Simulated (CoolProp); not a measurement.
Properties of C3F8 (R218) along the isobar 15.2 MPa (Tc = 345.0 K, pc = 2.640 MPa, ω = 0.317).

The numbers come from the reference Helmholtz-energy equation of state, Lemmon 2006 in CoolProp. It is a short technical equation, of lower accuracy than the large ones.

```json
[
 {"T (K)": "284", "phase": "liquid", "speed of sound (m/s)": "493.8", "viscosity (µPa s)": "305", "conductivity (mW/(m K))": "58.6"},
 {"T (K)": "299.6", "phase": "liquid", "speed of sound (m/s)": "451.5", "viscosity (µPa s)": "255", "conductivity (mW/(m K))": "55.5"},
 {"T (K)": "315.2", "phase": "liquid", "speed of sound (m/s)": "___", "viscosity (µPa s)": "216", "conductivity (mW/(m K))": "52.6"},
 {"T (K)": "330.8", "phase": "liquid", "speed of sound (m/s)": "375.7", "viscosity (µPa s)": "184", "conductivity (mW/(m K))": "___"},
 {"T (K)": "346.4", "phase": "supercritical", "speed of sound (m/s)": "___", "viscosity (µPa s)": "___", "conductivity (mW/(m K))": "47.6"},
 {"T (K)": "362", "phase": "supercritical", "speed of sound (m/s)": "312.6", "viscosity (µPa s)": "137", "conductivity (mW/(m K))": "45.7"},
 {"T (K)": "377.6", "phase": "supercritical", "speed of sound (m/s)": "286.3", "viscosity (µPa s)": "119", "conductivity (mW/(m K))": "44.0"},
 {"T (K)": "393.2", "phase": "supercritical", "speed of sound (m/s)": "263.7", "viscosity (µPa s)": "104", "conductivity (mW/(m K))": "42.7"},
 {"T (K)": "408.8", "phase": "supercritical", "speed of sound (m/s)": "___", "viscosity (µPa s)": "90.9", "conductivity (mW/(m K))": "41.8"},
 {"T (K)": "424.4", "phase": "supercritical", "speed of sound (m/s)": "229.6", "viscosity (µPa s)": "80.2", "conductivity (mW/(m K))": "___"},
 {"T (K)": "440", "phase": "supercritical", "speed of sound (m/s)": "217.8", "viscosity (µPa s)": "___", "conductivity (mW/(m K))": "40.8"}
]
```

Task: Complete the blanks.

Result: 
- 315.2, speed of sound (m/s): 412.1
- 330.8, conductivity (mW/(m K)): 50.0
- 346.4, speed of sound (m/s): 342.5
- 346.4, viscosity (µPa s): 158
- 408.8, speed of sound (m/s): 244.9
- 424.4, conductivity (mW/(m K)): 41.2
- 440, viscosity (µPa s): 71.5

Viscosity comes from a separate model (Huber 2003), an estimate that may be off by 10 % or more. Thermal conductivity comes from a separate model (Huber 2003), an estimate that may be off by 10 % or more.
